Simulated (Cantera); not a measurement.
A closed system holds: 1 mol toluene, 0.87 mol NH3, 12 mol H2, held at 2948 K and 0.500 bar.

These are equilibrium values from Cantera (NASA tables, ideal gas, pure condensed phases), not measurements of a reactor. Equilibrium is a limit: real reactors are often held back by kinetics, nucleation or transport.

```
species              before     after
-----------------  --------  --------
H2                    0.758     0.758
H                     0.165     0.165
C2H2 (acetylene)     0.0404    0.0404
C2H                 0.00140   0.00140
CH                  1.85e-5   1.85e-5
C3H3 (propargyl)    1.06e-5   1.06e-5
HCN                  0.0174    0.0174
N2                   0.0120    0.0120
C2                  3.57e-5   3.57e-5
C4H2               0.000900  0.000900
HNC                 0.00315   0.00315
C3                 0.000355  0.000355
C                   6.13e-5   6.13e-5
C2H2 (vinylidene)  0.000113  0.000113
C(graphite), mol       4.87     0.869
```
Gas species are given as mole fractions.

**Question.** Name the change that produced these shifts.
A) pressure from 0.500 bar to 3.30 mbar
B) toluene replaced by C3H8
C) toluene replaced by C
D) H2 from 12 to 0.34 mol

**Answer.** B, toluene replaced by C3H8
